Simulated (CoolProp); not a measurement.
Properties of toluene along the isobar 4.31 MPa.

Model: reference Helmholtz-energy equation of state, Lemmon 2006, in CoolProp. It is a short technical equation, of lower accuracy than the large ones.

```tsv
T (°C)	phase	density (kg/m³)	speed of sound (m/s)	expansivity (1/kK)	conductivity (mW/(m K))	Prandtl number
67.95	liquid	825.9	1152	1.135	120	5.60
98.95	liquid	796.3	1035	1.220	112	4.91
129.95	liquid	765.5	921.6	1.334	105	4.45
160.95	liquid	732.7	810.5	1.494	97.8	4.12
191.95	liquid	697.2	699.6	1.726	91.7	3.84
222.85	liquid	657.7	587.1	2.088	86.5	3.58
253.85	liquid	610.9	468.9	2.742	82.2	3.29
284.85	liquid	550.1	338.2	4.304	78.7	2.96
315.85	liquid	435.1	160.1	17.52	76.7	2.94
346.85	supercritical	135.1	146.8	9.902	53.6	1.02
```

Viscosity comes from a separate model (Avgeri 2015). Thermal conductivity comes from a separate model (Assael 2012).
